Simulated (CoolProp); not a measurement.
The fluid at 293.15 K and 0.421 MPa flows at 0.078 m/s in a round tube of 50 mm bore and 1.5 µm roughness, fully developed (64/Re and Nu = 3.66 if laminar; Colebrook and Gnielinski if turbulent). The same conditions are run with several fluids, on thermodynamics alone (safety and materials aside).

Model: reference Helmholtz-energy equation of state of each fluid (oxygen: Schmidt 1985; dry air: Lemmon 2000; ammonia: Gao 2020), in CoolProp. Blends and air are pseudo-pure fits.

Question: Rank oxygen, dry air, ammonia by Reynolds number, highest first.

Answer: ammonia (1230), dry air (1070), oxygen (1060)

```json
[
 {"fluid": "oxygen", "Darcy friction factor": "0.0602", "pressure drop (Pa/m)": "0.0203", "heat-transfer coefficient (W/(m² K))": "1.91", "mass flow (kg/h)": "3.06"},
 {"fluid": "dry air", "Darcy friction factor": "0.0598", "pressure drop (Pa/m)": "0.0182", "heat-transfer coefficient (W/(m² K))": "1.90", "mass flow (kg/h)": "2.76"},
 {"fluid": "ammonia", "Darcy friction factor": "0.0521", "pressure drop (Pa/m)": "0.00980", "heat-transfer coefficient (W/(m² K))": "1.82", "mass flow (kg/h)": "1.71"}
]
```

Transport values come from each fluid's own correlations.
